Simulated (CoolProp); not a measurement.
Aqueous calcium chloride as a coolant, 11 % by mass, freezing at -6.7 °C, 1 atm.

The numbers come from the Melinder's fits for secondary coolants in CoolProp.

| T (°C) | density (kg/m³) | cp (kJ/(kg K)) | viscosity (mPa s) | conductivity (W/(m K)) |
|---|---|---|---|---|
| -0.6 | 1098 | 3.510 | … | 0.553 |
| 6.1 | 1097 | 3.524 | 1.91 | 0.564 |
| 12.8 | 1096 | 3.538 | 1.60 | 0.574 |
| 19.5 | 1095 | … | 1.35 | 0.585 |
| 26.2 | 1094 | … | 1.17 | 0.595 |
| 32.9 | 1092 | 3.582 | 1.02 | 0.606 |

What belongs in the gaps?


- -0.6, viscosity (mPa s): 2.33
- 19.5, cp (kJ/(kg K)): 3.553
- 26.2, cp (kJ/(kg K)): 3.568
